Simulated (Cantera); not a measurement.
A freely propagating, adiabatic, planar premixed flame of 4.99 % C2H6, 19.4 % O2, 72.8 % N2, 2.84 % H2O, unburnt at 575 K and 3380 Torr; mixture-averaged transport, grid criteria slope 0.08 and curve 0.16, no radiation.

Detailed kinetics in Cantera: GRI-Mech 3.0 (53 species, 325 reactions). Burning velocities carry a grid error of a few per cent, more on coarse grids.

Predict: laminar burning velocity; thermal thickness; peak x(H2O2); peak x(H).


```json
{
  "laminar_burning_velocity": "76.2 cm/s",
  "thermal_thickness": "0.0978 mm",
  "peak x(H2O2)": "0.000252",
  "peak x(H)": "0.00307"
}
```
